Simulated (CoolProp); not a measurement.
The fluid at 293.15 K and 0.522 MPa (stagnation) flows isentropically through a choked orifice. The same conditions are run with several fluids, on thermodynamics alone (safety and materials aside).

The numbers come from the reference Helmholtz-energy equation of state of each fluid (carbonyl sulfide: Lemmon 2006; oxygen: Schmidt 1985; hydrogen chloride: Thol 2018; normal hydrogen: Leachman 2009; R1132(E): Akasaka 2024) in CoolProp.

```tsv
fluid	throat to inlet pressure ratio	mass flux (kg/(m² s))	throat temperature (K)
carbonyl sulfide	(withheld)	1760	258.4
oxygen	0.528	1300	(withheld)
hydrogen chloride	0.529	1400	244.8
normal hydrogen	0.525	326	(withheld)
R1132(E)	0.575	1760	269.4
```

**Question.** Some entries are withheld; supply them.

**Answer.** 
- carbonyl sulfide, throat to inlet pressure ratio: 0.554
- oxygen, throat temperature (K): 244.3
- normal hydrogen, throat temperature (K): 242.9
